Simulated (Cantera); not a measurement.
Cantera run:

```python
import numpy as np
import cantera as ct

gas_names = """
    C CO CO2 C2 C2O C3 C3O2 C4 C5 Cu CuO Cu2 O O2 O3
""".split()
cond_names = """
    C(gr) Cu(cr) Cu(L) CuO(s) Cu2O(s) Cu2O(L)
""".split()


# ... load() reads the species with a 1 bar reference pressure and builds the phases ...
atoms = {
    'CuO': {'Cu': 1, 'O': 1},
    'C': {'C': 1},
    'CO': {'C': 1, 'O': 1},
}
top_T = {'C(gr)': 4500, 'CuO(s)': 1390}  # K; cautious upper limits of use, not melting points


# ... equilibrate(T, P, feed) seeds the gas with the atoms and calls Mixture.equilibrate('TP', solver="vcs", rtol=1e-11, max_steps=5000) ...
results = []
feed = {'CuO': 1, 'C': 2.8, 'CO': 0.12}  # mol
T = 1848.15  # K
P = 8400  # Pa
mix = equilibrate(T, P, feed)
results.append((T, P, feed, dict(zip(mix.species_names, mix.species_moles))))
x = sorted(zip(gas.X, gas.species_names), reverse=True)
print(f"T = {T:g} K  P = {P:g} Pa  gas = {mix.phase_moles(0):.4g} mol")
print("   x: " + "  ".join(f"{s} {v:.3e}" for v, s in x if v > 1e-05))
print("   condensed (mol): " + ("  ".join(f"{mix.phase(i).name} {mix.phase_moles(i):.4g}"
      for i in range(1, mix.n_phases) if mix.phase_moles(i) > 1e-12) or "none"))
```

It prints:

```
T = 1848.15 K  P = 8400 Pa  gas = 1.133 mol
   x: CO 9.889e-01  Cu 1.108e-02  Cu2 2.600e-05
   condensed (mol): C(gr) 1.8  Cu(L) 0.9874
```

Cantera equilibrium calculation (NASA polynomials, part measured and part estimated; ideal gas, pure solids and liquids).
